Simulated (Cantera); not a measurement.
Standard-state values (1 bar) from the NASA 1993 polynomials, evaluated with Cantera. Values are per mole of reaction as written; species without (g) are pure solids or liquids, kept so even where they would boil at 1 bar.

Mg + Cl₂(g) = MgCl₂(g), with ΔH° = -392.5 kJ and ΔS° = 21.4 J/K at 300 K.

Problem. How far is the shortcut ΔG° ≈ ΔH°(300 K) − T·ΔS°(300 K) from the full temperature-dependent value at 375, 400, 425, 450, 475, 500, 525 K?

Solution. 
| T (K) | shortcut (kJ) | full (kJ) | difference (kJ) | difference in log10 K |
|---|---|---|---|---|
| 375 | -400.5 | -400.5 | 0.0 | 0.00 |
| 400 | -401.0 | -401.0 | 0.0 | 0.00 |
| 425 | -401.6 | -401.5 | 0.0 | 0.01 |
| 450 | -402.1 | -402.0 | -0.1 | 0.01 |
| 475 | -402.6 | -402.5 | -0.1 | 0.01 |
| 500 | -403.2 | -403.1 | -0.1 | 0.01 |
| 525 | -403.7 | -403.6 | -0.2 | 0.02 |
The shortcut ignores the heat-capacity change of the reaction.
